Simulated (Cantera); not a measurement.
Input: 1 mol SiC, 3.5 mol N₂O, 510 mol H₂, at 1948 K and 750 Torr.

Cantera equilibrium calculation (NASA polynomials, part measured and part estimated; ideal gas, pure solids and liquids). Candidate condensed phases: C, C₆H₆, C₇H₈, C₈H₁₈, H₂O, Si, SiC, SiO₂, Si₂N₂O, Si₃N₄; 151 gas species. Rates play no part.

Base state: H₂ 0.985, N₂ 0.00678, H₂O 0.00291, SiO 0.00194, CO 0.00194, H 0.00112 (mole fractions); condensed: gas only.

Q: What changes in the equilibrium state with this change: pressure from 750 Torr to 75.0 Torr?

A: 
```
species   before    after
-------  -------  -------
H₂         0.985    0.983
N₂       0.00678  0.00678
H        0.00112  0.00354
SiO      0.00194  0.00194
H₂O      0.00291  0.00290
CO       0.00194  0.00194
```

Q: What changes in the equilibrium state with this change: pressure from 750 Torr to 2180 Torr?

A: 
```
species   before     after
-------  -------  --------
H₂         0.985     0.986
N₂       0.00678   0.00678
H₂O      0.00291   0.00291
H        0.00112  0.000659
SiO      0.00194   0.00194
CO       0.00194   0.00194
```
